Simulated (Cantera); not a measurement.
**Reactions in the system F-O-Pb**

Standard-state values (1 bar) from the NASA 1993 polynomials, evaluated with Cantera. Values are per mole of reaction as written; species without (g) are pure solids or liquids, kept so even where they would boil at 1 bar.

F2(g) + PbO(g) → PbF2 + O(g)

```
T (K)  ΔH° (kJ)  ΔS° (J/K)  ΔG° (kJ)  log10 K  condensed phases
-----  --------  ---------  --------  -------  ----------------
898      -467.1     -116.9    -362.2    21.07           PbF2(s)
948      -465.3     -114.9    -356.4    19.64           PbF2(s)
998      -463.4     -113.0    -350.7    18.35           PbF2(s)
1048     -462.0     -111.5    -345.1    17.20           PbF2(s)
1098     -460.6     -110.3    -339.5    16.15           PbF2(s)
1148     -443.2      -94.5    -334.7    15.23           PbF2(l)
```
